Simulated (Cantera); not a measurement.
Feed: 1 mol SiH4, 0.054 mol C3H8, 3.2 mol H2, equilibrated at 2200 K and 0.00133 bar.

Equilibrium computed with Cantera from the NASA thermochemical tables; the gas is ideal and each condensed phase is pure. Candidate condensed phases: C, C6H6, C7H8, C8H18, Si, SiC; 87 gas species. Gases not in the tables: Si2H6 and higher silanes. Equilibrium is a limit: real reactors are often held back by kinetics, nucleation or transport.

Base state: H2 0.741, H 0.133, Si 0.116, Si2C 0.00680, SiH 0.00161, Si2 0.000777, SiC2 0.000731, C2H2 (acetylene) 0.000125 (mole fractions); condensed: SiC(s).

Q: What changes in the equilibrium state with this change: temperature from 2200 K to 975 K?

A: 
```tsv
species	before	after
H2	0.741	1.00
H	0.133	3.13e-8
Si	0.116	<1e-9
Si2C	0.00680	<1e-9
SiH	0.00161	<1e-9
Si2	0.000777	<1e-9
SiC2	0.000731	<1e-9
SiC(s), mol	0.105	0.162
Si(s), mol	0	0.838
```
